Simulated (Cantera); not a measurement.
# Thermodynamics of carbon deposition, reforming and gasification, feed C₃H₈ + H₂O + H₂

Input: 1 mol C₃H₈, 0.032 mol H₂O, a varied amount of H₂, at 627 °C and 825 Torr.

Equilibrium computed with Cantera from the NASA thermochemical tables; the gas is ideal and each condensed phase is pure. Candidate condensed phases: C, C₆H₆, C₇H₈, C₈H₁₈, H₂O; 110 gas species. Rates play no part.

```csv
n(H₂) (mol),x H₂,x CH₄,x H₂O,x CO,x CO₂,x C₂H₆,x C₂H₄,n C(graphite)
0.49,0.782,0.210,0.00571,0.00274,4.60e-5,3.75e-6,2.37e-7,2.20
0.7,0.782,0.210,0.00546,0.00262,4.21e-5,3.76e-6,2.37e-7,2.17
0.99,0.782,0.210,0.00515,0.00247,3.74e-5,3.76e-6,2.37e-7,2.12
1.4,0.783,0.210,0.00477,0.00228,3.20e-5,3.77e-6,2.37e-7,2.04
2,0.783,0.211,0.00430,0.00206,2.60e-5,3.77e-6,2.38e-7,1.94
2.9,0.784,0.211,0.00375,0.00179,1.97e-5,3.78e-6,2.38e-7,1.78
4.1,0.784,0.211,0.00320,0.00153,1.44e-5,3.79e-6,2.38e-7,1.57
5.9,0.785,0.211,0.00263,0.00125,9.65e-6,3.80e-6,2.39e-7,1.25
8.4,0.785,0.212,0.00210,0.00100,6.17e-6,3.80e-6,2.39e-7,0.816
12,0.786,0.212,0.00163,0.000778,3.72e-6,3.81e-6,2.39e-7,0.185
17,0.832,0.166,0.00135,0.000423,1.57e-6,2.20e-6,1.31e-7,0
25,0.884,0.115,0.00104,0.000189,5.11e-7,9.98e-7,5.57e-8,0
35,0.916,0.0831,0.000794,9.37e-5,1.87e-7,5.03e-7,2.71e-8,0
```
x: gas mole fraction; n: condensed amount in mol.

From 0.49 mol H₂ to 12 mol H₂ the condensed part is C(graphite). From 17 mol H₂ to 35 mol H₂ nothing is condensed. The main C-bearing gas is CH₄ throughout.
